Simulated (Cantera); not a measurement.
An isothermal, constant-pressure homogeneous reactor starts with H2 : O2 : N2 = 0.4 : 1 : 11 (molar parts), equivalence ratio 0.20, at 1375 K and 1.00 bar.

Detailed kinetics in Cantera: GRI-Mech 3.0 (53 species, 325 reactions).

One state of this run: x H2 = 3.94e-8; x O2 = 0.0656; x NO = 4.23e-6; x HO2 = 1.75e-8; x H = 6.85e-10; x H2O = 0.0328. x: mole fraction; the columns are a selection and need not sum to one.

**Question.** Which value of t (s) does it belong to?
A) 0.00782
B) 0.00240
C) 2.84
D) 0.0254

**Answer.** C, 2.84
